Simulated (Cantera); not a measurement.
A closed system holds: 1 mol FeS₂, 3.8 mol O₂, 4.7 mol H₂O, at 1073.15 K.

Cantera equilibrium calculation (NASA polynomials, part measured and part estimated; ideal gas, pure solids and liquids). Candidate condensed phases: Fe, FeO, Fe(OH)₂, Fe(OH)₃, FeS, FeSO₄, FeS₂, Fe₂O₃, Fe₂(SO₄)₃, Fe₃O₄, H₂O, H₂SO₄, S; 22 gas species. Mutual solubility and eutectic melting of coexisting phases are not modelled. Kinetics and transport are ignored.

Problem. Which condensed phases are stable at each of these points (P (Pa)): 1000, 2600, 6700, 17000, 45000, 120000, 300000, 770000, 2000000?

Solution. 
| P (Pa) | condensed phases | Fe condensed (%) |
|---|---|---|
| 1000 | Fe₂O₃(s) | 100.0 |
| 2600 | Fe₂O₃(s) | 100.0 |
| 6700 | Fe₂O₃(s) | 100.0 |
| 17000 | Fe₂O₃(s) | 100.0 |
| 45000 | Fe₂O₃(s) | 100.0 |
| 120000 | Fe₂O₃(s) | 100.0 |
| 300000 | Fe₂O₃(s) | 100.0 |
| 770000 | Fe₂O₃(s) | 100.0 |
| 2000000 | Fe₂O₃(s) + Fe₂(SO₄)₃(s) | 100.0 |

From 7.50 Torr to 5780 Torr the condensed part is Fe₂O₃(s). At 15000 Torr the condensed part is Fe₂O₃(s) + Fe₂(SO₄)₃(s).
